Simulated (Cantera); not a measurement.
# Hydrocarbon pyrolysis for carbon deposition

An isothermal, constant-pressure homogeneous reactor starts with CH₄ : H₂ = 1 : 11 (molar parts), at 1650 K and 34.5 Torr.

Cantera simulation using GRI-Mech 3.0 (53 species, 325 reactions); the numbers are that mechanism's predictions, not measurements. GRI-Mech 3.0 stops at C3 and has no aromatics, soot or wall deposition, so with more carbon than oxygen in the feed, carbon stays in small species such as C2H2 where larger ones or solid carbon would form. Radical loss at walls, strong at low pressure, is not modelled.

```json
[
 {"t (s)": "0.000100", "x CH₄": "0.0833", "x H₂": "0.917", "x C₂H₆": "9.18e-11", "x CH₃": "4.65e-6", "x CH₂": "9.85e-12", "x C₂H": "<1e-12", "x C₂H₄": "9.08e-11"},
 {"t (s)": "0.000305", "x CH₄": "0.0833", "x H₂": "0.917", "x C₂H₆": "2.58e-9", "x CH₃": "1.43e-5", "x CH₂": "1.09e-10", "x C₂H": "<1e-12", "x C₂H₄": "3.04e-9"},
 {"t (s)": "0.000932", "x CH₄": "0.0833", "x H₂": "0.917", "x C₂H₆": "6.05e-8", "x CH₃": "4.37e-5", "x CH₂": "1.07e-9", "x C₂H": "<1e-12", "x C₂H₄": "9.11e-8"},
 {"t (s)": "0.00285", "x CH₄": "0.0832", "x H₂": "0.917", "x C₂H₆": "9.70e-7", "x CH₃": "0.000131", "x CH₂": "9.64e-9", "x C₂H": "<1e-12", "x C₂H₄": "2.62e-6"},
 {"t (s)": "0.00869", "x CH₄": "0.0828", "x H₂": "0.917", "x C₂H₆": "7.34e-6", "x CH₃": "0.000357", "x CH₂": "6.78e-8", "x C₂H": "1.46e-11", "x C₂H₄": "5.94e-5"},
 {"t (s)": "0.0265", "x CH₄": "0.0807", "x H₂": "0.917", "x C₂H₆": "1.50e-5", "x CH₃": "0.000549", "x CH₂": "1.57e-7", "x C₂H": "9.56e-10", "x C₂H₄": "0.000292"},
 {"t (s)": "0.0809", "x CH₄": "0.0741", "x H₂": "0.921", "x C₂H₆": "1.32e-5", "x CH₃": "0.000518", "x CH₂": "1.53e-7", "x C₂H": "5.63e-9", "x C₂H₄": "0.000285"},
 {"t (s)": "0.247", "x CH₄": "0.0588", "x H₂": "0.929", "x C₂H₆": "8.69e-6", "x CH₃": "0.000425", "x CH₂": "1.32e-7", "x C₂H": "1.70e-8", "x C₂H₄": "0.000212"},
 {"t (s)": "0.754", "x CH₄": "0.0349", "x H₂": "0.942", "x C₂H₆": "3.35e-6", "x CH₃": "0.000269", "x CH₂": "9.28e-8", "x C₂H": "3.68e-8", "x C₂H₄": "0.000137"},
 {"t (s)": "2.30", "x CH₄": "0.0145", "x H₂": "0.953", "x C₂H₆": "6.49e-7", "x CH₃": "0.000121", "x CH₂": "4.68e-8", "x C₂H": "5.66e-8", "x C₂H₄": "0.000113"},
 {"t (s)": "7.03", "x CH₄": "0.00502", "x H₂": "0.958", "x C₂H₆": "8.89e-8", "x CH₃": "4.37e-5", "x CH₂": "1.82e-8", "x C₂H": "6.74e-8", "x C₂H₄": "0.000116"},
 {"t (s)": "21.5", "x CH₄": "0.00209", "x H₂": "0.960", "x C₂H₆": "2.17e-8", "x CH₃": "1.84e-5", "x CH₂": "7.84e-9", "x C₂H": "7.08e-8", "x C₂H₄": "0.000119"},
 {"t (s)": "65.5", "x CH₄": "0.00164", "x H₂": "0.960", "x C₂H₆": "1.62e-8", "x CH₃": "1.45e-5", "x CH₂": "6.20e-9", "x C₂H": "7.14e-8", "x C₂H₄": "0.000120"},
 {"t (s)": "200", "x CH₄": "0.00164", "x H₂": "0.960", "x C₂H₆": "1.62e-8", "x CH₃": "1.45e-5", "x CH₂": "6.19e-9", "x C₂H": "7.14e-8", "x C₂H₄": "0.000120"}
]
```
x: mole fraction; the columns are a selection and need not sum to one.

Equilibrium at this temperature and pressure: CH₄ 0.00164, H₂ 0.960, C₂H₆ 1.62e-8, CH₃ 1.45e-5, CH₂ 6.19e-9, C₂H 7.14e-8, C₂H₄ 0.000120 (gas phase only).
